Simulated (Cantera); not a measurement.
A closed system holds: 1 mol SiF4, 0.14 mol O2, 45 mol N2, equilibrated at 1402 °C and 133 Pa.

Equilibrium computed with Cantera from the NASA thermochemical tables; the gas is ideal and each condensed phase is pure. Candidate condensed phases: Si, SiO2, Si2N2O, Si3N4; 28 gas species. The tables' values for SiF3 are old estimates; treat these amounts as uncertain. Kinetics and transport are ignored.

Base state: N2 0.975, SiF4 0.0217, O2 0.00284, NO 0.000341, O 4.98e-5, F 2.11e-5, SiF3 1.97e-5 (mole fractions); condensed: gas only.

What changes in the equilibrium state with this change: O2 from 0.14 to 14 mol?


```json
[
 {"species": "N2", "before": "0.975", "after": "0.748"},
 {"species": "O2", "before": "0.00284", "after": "0.232"},
 {"species": "SiF4", "before": "0.0217", "after": "0.0166"},
 {"species": "O", "before": "4.98e-5", "after": "0.000450"},
 {"species": "NO", "before": "0.000341", "after": "0.00270"},
 {"species": "SiF3", "before": "1.97e-5", "after": "7.27e-6"},
 {"species": "F", "before": "2.11e-5", "after": "4.40e-5"},
 {"species": "SiO2(β-quartz), mol", "before": "0", "after": "0.000532"}
]
```
The tables hold silica as quartz up to 1696 K and as liquid above; real silica turns to tridymite and cristobalite and melts near 1996 K.
